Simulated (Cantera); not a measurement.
An adiabatic, constant-volume homogeneous reactor starts with H2 : O2 : N2 = 1 : 0.417 : 1.57 (molar parts), at 1223 K and 100000 Pa. Integrator tolerance rtol = 1e-08.

Model: the H2/O2 subset of GRI-Mech 3.0, which has no nitrogen chemistry, integrated in Cantera.

**Question.** What does this change do: O2 0.417 to 0.14 parts?

**Answer.** 
```tsv
quantity	before	after
time of steepest temperature rise	40.1 µs	91.7 µs
temperature at 2.00 s	2976 K	2163 K
equilibrium temperature	2976 K	2163 K
x(H2) at 2.00 s	0.0835 (gas-phase equilibrium 0.0835)	0.279 (gas-phase equilibrium 0.279)
x(O2) at 2.00 s	0.00766 (gas-phase equilibrium 0.00766)	7.50e-8 (gas-phase equilibrium 7.50e-8)
x(O) at 2.00 s	0.00621 (gas-phase equilibrium 0.00621)	4.54e-7 (gas-phase equilibrium 4.54e-7)
x(H) at 2.00 s	0.0289 (gas-phase equilibrium 0.0289)	0.00187 (gas-phase equilibrium 0.00187)
x(HO2) at 2.00 s	6.63e-6 (gas-phase equilibrium 6.63e-6)	9.04e-11 (gas-phase equilibrium 9.04e-11)
```

**Question.** What does this change do: initial temperature 1223 to 1600 K?

**Answer.** 
| quantity | before | after |
|---|---|---|
| time of steepest temperature rise | 40.1 µs | 9.61 µs |
| temperature at 2.00 s | 2976 K | 3041 K |
| equilibrium temperature | 2976 K | 3041 K |
| x(H2) at 2.00 s | 0.0835 (gas-phase equilibrium 0.0835) | 0.0901 (gas-phase equilibrium 0.0901) |
| x(O2) at 2.00 s | 0.00766 (gas-phase equilibrium 0.00766) | 0.0106 (gas-phase equilibrium 0.0106) |
| x(O) at 2.00 s | 0.00621 (gas-phase equilibrium 0.00621) | 0.0102 (gas-phase equilibrium 0.0102) |
| x(H) at 2.00 s | 0.0289 (gas-phase equilibrium 0.0289) | 0.0410 (gas-phase equilibrium 0.0410) |
| x(HO2) at 2.00 s | 6.63e-6 (gas-phase equilibrium 6.63e-6) | 8.57e-6 (gas-phase equilibrium 8.57e-6) |
Above 3000 K some thermodynamic fits are extrapolated.
